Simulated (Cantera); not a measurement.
Charge: 1 mol BF3, 4.6 mol H2, 8.7 mol N2, at 1352 °C.

Equilibrium computed with Cantera from the NASA thermochemical tables; the gas is ideal and each condensed phase is pure. Candidate condensed phases: B, BN; 31 gas species. The numbers say what is thermodynamically allowed, not how fast it happens.

Task: Which condensed phases are stable at each of these points (P (Pa)): 10, 32, 100, 320, 1000, 3200, 10000, 32000, 100000?

Result: 
```json
[
 {"P (Pa)": "10", "condensed phases": "gas only", "B condensed (%)": "0.0"},
 {"P (Pa)": "32", "condensed phases": "gas only", "B condensed (%)": "0.0"},
 {"P (Pa)": "100", "condensed phases": "BN(s)", "B condensed (%)": "0.4"},
 {"P (Pa)": "320", "condensed phases": "BN(s)", "B condensed (%)": "5.8"},
 {"P (Pa)": "1000", "condensed phases": "BN(s)", "B condensed (%)": "8.2"},
 {"P (Pa)": "3200", "condensed phases": "BN(s)", "B condensed (%)": "9.3"},
 {"P (Pa)": "10000", "condensed phases": "BN(s)", "B condensed (%)": "9.9"},
 {"P (Pa)": "32000", "condensed phases": "BN(s)", "B condensed (%)": "10.2"},
 {"P (Pa)": "100000", "condensed phases": "BN(s)", "B condensed (%)": "10.4"}
]
```

From 0.0750 Torr to 0.240 Torr nothing is condensed. From 0.750 Torr to 750 Torr the condensed part is BN(s).
